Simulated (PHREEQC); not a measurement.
Model water analysis in mg/kgw, 10 °C, pH 8.62:

```tsv
constituent	mg/kgw
Na	13200
K	518
Ca	259
Mg	830
Cl	23900
S(6) as SO4	1380
Alkalinity as HCO3	21.5
Li	0.916
```

Cl is adjusted to close the charge balance.
Valence states are taken as typed.

All values are PHREEQC results (Pitzer model, pitzer.dat), not measurements.

```
Quantity                     Value
-------------------  -------------
ionic strength       0.724 mol/kgw
activity of water            0.979
density                1.028 g/cm³
osmotic coefficient          0.911
```

```json
[
 {"species": "Cl-", "molality": "0.640", "activity": "0.396", "log γ": "-0.208"},
 {"species": "Na+", "molality": "0.574", "activity": "0.405", "log γ": "-0.152"},
 {"species": "Mg+2", "molality": "0.0341", "activity": "0.00946", "log γ": "-0.557"},
 {"species": "SO4-2", "molality": "0.0144", "activity": "0.00120", "log γ": "-1.076"},
 {"species": "K+", "molality": "0.0132", "activity": "0.00857", "log γ": "-0.189"},
 {"species": "Ca+2", "molality": "0.00646", "activity": "0.00163", "log γ": "-0.599"},
 {"species": "HCO3-", "molality": "0.000270", "activity": "0.000170", "log γ": "-0.201"},
 {"species": "Li+", "molality": "0.000132", "activity": "0.000107", "log γ": "-0.093"},
 {"species": "CO3-2", "molality": "2.46e-5", "activity": "2.25e-6", "log γ": "-1.037"},
 {"species": "MgCO3", "molality": "1.47e-5", "activity": "1.47e-5", "log γ": "0.000"},
 {"species": "OH-", "molality": "2.21e-6", "activity": "1.20e-6", "log γ": "-0.264"},
 {"species": "MgOH+", "molality": "1.43e-6", "activity": "1.51e-6", "log γ": "0.024"},
 {"species": "CO2", "molality": "1.06e-6", "activity": "1.18e-6", "log γ": "0.048"},
 {"species": "H+", "molality": "2.78e-9", "activity": "2.40e-9", "log γ": "-0.064"}
]
```

Precipitation was switched off in this run. Saturation is exceeded, for instance for Magnesite (slow to form); the values hold only as long as no solid forms. Away from 25 °C the constants follow the database's enthalpies or fits; those with neither stay at their 25 °C values.
